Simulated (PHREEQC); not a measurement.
## Reverse-osmosis permeate: speciation

A made-up water analysis in mg/kgw, 25 °C, pH 7.03, pe 11.6: Na 0.801; K 0.0692; Ca 1.27; Mg 0.0767; Cl 2.69; S(6) as SO4 0.284; Alkalinity as HCO3 1.58; Li 0.000196; F 0.000496.

Valence states are taken as typed.

Model: ion-association model, phreeqc.dat, run in PHREEQC.

```
Item                             Value
--------------------  ----------------
ionic strength        0.000145 mol/kgw
charge-balance error            -0.7 %
```

```tsv
species	molality	activity	log γ
Cl-	7.59e-5	7.48e-5	-0.006
Na+	3.48e-5	3.44e-5	-0.006
Ca+2	3.17e-5	3.00e-5	-0.024
HCO3-	2.58e-5	2.55e-5	-0.006
CO2	5.35e-6	5.35e-6	0.000
Mg+2	3.15e-6	2.98e-6	-0.024
```

No solid was allowed to form.
